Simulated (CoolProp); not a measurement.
Vapour-liquid equilibrium of R143a (1) + fluoroethane (R161) (2) at -42.95 °C; x and y are mole fractions of (1).

Values from CoolProp's multi-fluid Helmholtz-energy mixture model, Lemmon and Jacobsen 2000 and Wu 2012; pair parameters Bell 2016.

Problem. Give the bubble pressure and the first vapour's composition at x = 0.125, 0.575, 0.875. Is there an azeotrope?

Solution. x = 0.125: 85.20 kPa, y = 0.190; x = 0.575: 106.0 kPa, y = 0.672; x = 0.875: 118.5 kPa, y = 0.911. No azeotrope shows between x = 0.05 and 0.95.

Pair parameters are fitted to limited data, so mixtures are less certain than the pure fluids.
